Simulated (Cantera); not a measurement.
An isothermal, constant-pressure homogeneous reactor starts with N₂O : H₂O = 1 : 0.086 (molar parts), at 1300 K and 0.0132 atm. Integrator tolerance rtol = 1e-08.

Computed with Cantera and GRI-Mech 3.0 (53 species, 325 reactions). GRI-Mech 3.0 was tuned for natural gas; its chemistry of N2O as a main component is partial and can be far from experiment. Radical loss at walls, strong at low pressure, is not modelled. The mechanism lacks the step 2 NO + O2 → 2 NO2, which can matter for NO2 below about 1400 K. The temperature is held fixed by assumption; the heat of reaction is taken as removed at once.

### Question
What does this change do: H2O 0.086 to 0.43 parts?

### Answer
```csv
quantity,before,after
x(N₂O) at 1.00 s,0.837 (gas-phase equilibrium 2.98e-9),0.598 (gas-phase equilibrium 2.22e-9)
x(H₂O) at 1.00 s,0.0769 (gas-phase equilibrium 0.0542),0.289 (gas-phase equilibrium 0.223)
x(N₂) at 1.00 s,0.0540 (gas-phase equilibrium 0.630),0.0710 (gas-phase equilibrium 0.518)
x(H₂) at 1.00 s,3.95e-7 (gas-phase equilibrium 7.31e-8),2.76e-6 (gas-phase equilibrium 3.31e-7)
x(NO) at 1.00 s,0.00654 (gas-phase equilibrium 0.000436),0.00741 (gas-phase equilibrium 0.000358)
x(H) at 1.00 s,2.57e-8 (gas-phase equilibrium 2.61e-9),1.33e-7 (gas-phase equilibrium 5.55e-9)
```
